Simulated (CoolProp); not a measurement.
A Linde-Hampson liquefier for nitrogen: isothermal reversible compression at 300 K from 1 atm to 30 MPa, throttling to 1 atm, return gas leaving the recuperator 10 K below the feed. Each further row changes one setting.

Model: reference Helmholtz-energy equation of state, Span 2000, in CoolProp.

```
case                        liquid yield per pass  compression work (kJ/kg of gas)
--------------------------  ---------------------  -------------------------------
as stated                                     [?]                              511
high pressure 60 MPa                          [?]                              591
warm-end temperature 330 K                    [?]                              566
warm-end gap 15 K                             [?]                              511
```

**Question.** Some entries are withheld; supply them.

**Answer.** 
- as stated, liquid yield per pass: 0.066
- high pressure 60 MPa, liquid yield per pass: 0.057
- warm-end temperature 330 K, liquid yield per pass: 0.043
- warm-end gap 15 K, liquid yield per pass: 0.055
